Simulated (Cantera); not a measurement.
What does this Cantera script print?

```python
import numpy as np
import cantera as ct

gas_names = """

""".split()
cond_names = """
    Pb(cr) Pb(L) S(cr1) S(cr2) S(L) PbS(s) PbS(L)
""".split()


# ... load() reads the species with a 1 bar reference pressure and builds the phases ...
species = {s.name: s for s in load("nasa_gas.yaml", gas_names) + load("nasa_condensed.yaml", cond_names)}
# Each term lists the table entries of one substance; the one whose range holds T is used.
reactions = {
    'Pb + S = PbS':
        [(-1, ['Pb(cr)', 'Pb(L)']), (-1, ['S(cr1)', 'S(cr2)', 'S(L)']), (1, ['PbS(s)', 'PbS(L)'])],
}


def pick(names, T):
    return next(species[n] for n in names if species[n].thermo.min_temp <= T <= species[n].thermo.max_temp)


results = []
for label, terms in reactions.items():
    print(label)
    print("     T/K   dH/kJ  dS/(J/K)   dG/kJ   log10 K")
    for T in [300, 648, 748, 848, 948, 1048]:
        used = [(nu, pick(names, T)) for nu, names in terms]
        dH = sum(nu * s.thermo.h(T) for nu, s in used) / 1e6
        dS = sum(nu * s.thermo.s(T) for nu, s in used) / 1e3
        dG = dH - T * dS / 1e3
        logK = -dG * 1e6 / (ct.gas_constant * T * np.log(10))
        results.append((label, T, dH, dS, dG, logK, [s.name for _, s in used]))
        print(f"{T:8g} {dH:8.1f} {dS:8.1f} {dG:8.1f} {logK:8.2f}")
```

Result:

```
Pb + S = PbS
     T/K   dH/kJ  dS/(J/K)   dG/kJ   log10 K
     300    -98.3     -5.5    -96.7    16.83
     648   -109.3    -27.1    -91.7     7.39
     748   -110.1    -28.3    -88.9     6.21
     848   -110.8    -29.1    -86.1     5.30
     948   -111.6    -30.1    -83.1     4.58
    1048   -112.2    -30.6    -80.1     3.99
```

Source: NASA polynomial tables (part measured, part estimated), evaluated in Cantera. Condensed species are held in their standard states even where they would react or evaporate.
